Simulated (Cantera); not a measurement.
Cantera run:

```python
import numpy as np
import cantera as ct

gas_names = """
    C CO CO2 C2 C2O C3 C3O2 C4 C5 Cu CuO Cu2 O O2 O3
""".split()
cond_names = """
    C(gr) Cu(cr) Cu(L) CuO(s) Cu2O(s) Cu2O(L)
""".split()


# ... load() reads the species with a 1 bar reference pressure and builds the phases ...
atoms = {
    'Cu2O': {'Cu': 2, 'O': 1},
    'CO': {'C': 1, 'O': 1},
    'C': {'C': 1},
}
top_T = {'C(gr)': 4500, 'CuO(s)': 1390}  # K; cautious upper limits of use, not melting points


# ... equilibrate(T, P, feed) seeds the gas with the atoms and calls Mixture.equilibrate('TP', solver="vcs", rtol=1e-11, max_steps=5000) ...
results = []
feed = {'Cu2O': 1, 'CO': 10, 'C': 0.3}  # mol
P = 50  # Pa
for T in [925, 1025, 1125, 1225, 1325, 1425, 1525, 1625, 1725, 1825, 1925, 2025, 2125, 2225]:
    mix = equilibrate(T, P, feed)
    results.append((T, P, feed, dict(zip(mix.species_names, mix.species_moles))))
    x = sorted(zip(gas.X, gas.species_names), reverse=True)
    print(f"T = {T:g} K  P = {P:g} Pa  gas = {mix.phase_moles(0):.4g} mol")
    print("   x: " + "  ".join(f"{s} {v:.3e}" for v, s in x if v > 1e-06))
    print("   condensed (mol): " + ("  ".join(f"{mix.phase(i).name} {mix.phase_moles(i):.4g}"
          for i in range(1, mix.n_phases) if mix.phase_moles(i) > 1e-12) or "none"))
```

Result:

```
T = 925 K  P = 50 Pa  gas = 10.3 mol
   x: CO 9.320e-01  CO2 6.796e-02
   condensed (mol): Cu(cr) 2
T = 1025 K  P = 50 Pa  gas = 10.3 mol
   x: CO 9.320e-01  CO2 6.796e-02
   condensed (mol): Cu(cr) 2
T = 1125 K  P = 50 Pa  gas = 10.3 mol
   x: CO 9.320e-01  CO2 6.796e-02  Cu 2.671e-06
   condensed (mol): Cu(cr) 2
T = 1225 K  P = 50 Pa  gas = 10.3 mol
   x: CO 9.320e-01  CO2 6.796e-02  Cu 4.838e-05
   condensed (mol): Cu(cr) 2
T = 1325 K  P = 50 Pa  gas = 10.31 mol
   x: CO 9.315e-01  CO2 6.792e-02  Cu 5.617e-04
   condensed (mol): Cu(cr) 1.994
T = 1425 K  P = 50 Pa  gas = 10.34 mol
   x: CO 9.280e-01  CO2 6.767e-02  Cu 4.344e-03  Cu2 1.020e-06
   condensed (mol): Cu(L) 1.955
T = 1525 K  P = 50 Pa  gas = 10.56 mol
   x: CO 9.088e-01  CO2 6.627e-02  Cu 2.488e-02  Cu2 1.143e-05
   condensed (mol): Cu(L) 1.737
T = 1625 K  P = 50 Pa  gas = 11.63 mol
   x: CO 8.254e-01  Cu 1.143e-01  CO2 6.019e-02  Cu2 9.389e-05
   condensed (mol): Cu(L) 0.6686
T = 1725 K  P = 50 Pa  gas = 12.3 mol
   x: CO 7.806e-01  Cu 1.625e-01  CO2 5.691e-02  Cu2 8.230e-05
   condensed (mol): none
T = 1825 K  P = 50 Pa  gas = 12.3 mol
   x: CO 7.805e-01  Cu 1.625e-01  CO2 5.690e-02  Cu2 3.912e-05  O 5.951e-06
   condensed (mol): none
T = 1925 K  P = 50 Pa  gas = 12.3 mol
   x: CO 7.805e-01  Cu 1.626e-01  CO2 5.686e-02  O 3.695e-05  Cu2 2.005e-05  O2 5.043e-06
   condensed (mol): none
T = 2025 K  P = 50 Pa  gas = 12.3 mol
   x: CO 7.806e-01  Cu 1.625e-01  CO2 5.665e-02  O 1.908e-04  O2 2.783e-05  Cu2 1.096e-05  CuO 2.001e-06
   condensed (mol): none
T = 2125 K  P = 50 Pa  gas = 12.31 mol
   x: CO 7.808e-01  Cu 1.624e-01  CO2 5.577e-02  O 8.328e-04  O2 1.271e-04  Cu2 6.328e-06  CuO 3.906e-06
   condensed (mol): none
T = 2225 K  P = 50 Pa  gas = 12.34 mol
   x: CO 7.817e-01  Cu 1.620e-01  CO2 5.273e-02  O 3.049e-03  O2 4.641e-04  CuO 6.852e-06  Cu2 3.818e-06
   condensed (mol): none
```

These are equilibrium values from Cantera (NASA tables, ideal gas, pure condensed phases), not measurements of a reactor.
